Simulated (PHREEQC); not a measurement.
0.042 g of hydrous ferric oxide (600 m²/g; 0.2 weak and 0.005 strong sites per Fe, Dzombak-Morel constants, diffuse double layer) in 1 kg of water with 0.005 mol/kgw of an inert sodium salt, at 25 °C; the pH is set by adding NaOH or the inert anion's acid. Oxygen alone is held at its pressure in air (log pO2 = -0.68). No CO2 enters from the air. Precipitation was switched off in this run.

Model: ion-association model, wateq4f.dat, run in PHREEQC.

```tsv
pH	surface charge σ (C/m²)	surface potential ψ (mV)
4	0.182	194
4.75	0.109	168
5.5	0.059	137
5.88	0.042	120
6.62	0.020	82
7.38	0.007	41
8.12	0.000	-1
8.5	-0.004	-22
9.25	-0.013	-64
10	-0.030	-103
```
